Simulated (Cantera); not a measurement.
An isothermal, constant-pressure homogeneous reactor starts with 28.6 % CH4, 71.4 % N2, at 1750 K and 735 Torr.

Detailed kinetics in Cantera: GRI-Mech 3.0 (53 species, 325 reactions). GRI-Mech 3.0 stops at C3 and has no aromatics, soot or wall deposition, so with more carbon than oxygen in the feed, carbon stays in small species such as C2H2 where larger ones or solid carbon would form.

### Question
Predict: x(CH4) at 30.0 s; x(C2H) at 30.0 s; x(H2) at 30.0 s; x(C2H2) at 30.0 s; x(HCN) at 30.0 s; x(C2H6) at 30.0 s; x(H) at 30.0 s.

### Answer
- x(CH4) at 30.0 s = 0.00508 (gas-phase equilibrium 0.00375)
- x(C2H) at 30.0 s = 3.15e-7 (gas-phase equilibrium 1.68e-7)
- x(H2) at 30.0 s = 0.326 (gas-phase equilibrium 0.328)
- x(C2H2) at 30.0 s = 0.108 (gas-phase equilibrium 0.0580)
- x(HCN) at 30.0 s = 3.67e-5 (gas-phase equilibrium 0.102)
- x(C2H6) at 30.0 s = 6.22e-7 (gas-phase equilibrium 3.37e-7)
- x(H) at 30.0 s = 0.000135 (gas-phase equilibrium 0.000136)
